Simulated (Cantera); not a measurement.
Input: 1 mol SiC, 0.0017 mol H2O, 4.9 mol N2, held at 950 K and 2.20 bar.

Method: chemical equilibrium by Gibbs-energy minimisation in Cantera with the NASA 1993 tables (ideal gas, pure condensed phases). Candidate condensed phases: C, C6H6, C7H8, C8H18, H2O, Si, SiC, SiO2, Si2N2O, Si3N4; 151 gas species. N2 is the only nitrogen source here; it is nearly inert below about 1500 K, so the nitride shown seldom forms there in practice. The numbers say what is thermodynamically allowed, not how fast it happens.

Base state: N2 1.000, H2 0.000401 (mole fractions); condensed: C(graphite) + Si2N2O(s) + Si3N4(s).

Task: What changes in the equilibrium state with this change: temperature from 950 K to 2000 K?

Result: 
```csv
species,before,after
N2,1.000,0.999
CO,<1e-9,0.000316
H2,0.000401,0.000296
SiO,<1e-9,3.08e-5
H,<1e-9,1.89e-5
HCN,4.47e-8,7.83e-5
"C(graphite), mol",1.00,0
"Si2N2O(s), mol",0.00170,0
"Si3N4(s), mol",0.332,0.000593
"SiC(s), mol",0,0.998
```
Mutual solubility and eutectic melting of coexisting phases are not modelled.
